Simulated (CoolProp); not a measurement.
Acetone at several states: Z from the reference equation and from simpler models built on Tc = 508.1 K, pc = 4692 kPa, ω = 0.307; each cubic takes its own stable root.

Computed with CoolProp (reference Helmholtz-energy equation of state, Lemmon 2006). It is a short technical equation, of lower accuracy than the large ones.

```json
[
 {"T (K)": "322.4", "p (kPa)": "17200", "phase": "liquid", "reference": "0.4803"},
 {"T (K)": "462.7", "p (kPa)": "221", "phase": "gas", "reference": "0.9735"},
 {"T (K)": "519.3", "p (kPa)": "16000", "phase": "supercritical", "reference": "0.4085"},
 {"T (K)": "282.9", "p (kPa)": "43.8", "phase": "liquid", "reference": "0.001349"},
 {"T (K)": "278.6", "p (kPa)": "590", "phase": "liquid", "reference": "0.01834"}
]
```

Question: How far does each simpler model (van der Waals, Redlich-Kwong, Soave-Redlich-Kwong, Peng-Robinson) lie from the reference over these 5 states: mean and median of the absolute difference, and the worst?

Answer: 
- van der Waals: mean 14695.8 %, median 86.2 %, worst +73235.8 % at 282.9 K and 43.8 kPa
- Redlich-Kwong: mean 25.0 %, median 30.5 %, worst +32.5 % at 282.9 K and 43.8 kPa
- Soave-Redlich-Kwong: mean 22.8 %, median 28.3 %, worst +29.8 % at 519.3 K and 16000 kPa
- Peng-Robinson: mean 11.6 %, median 13.9 %, worst +16.9 % at 519.3 K and 16000 kPa

At some of these states van der Waals gives the other phase, because its saturation line lies elsewhere.
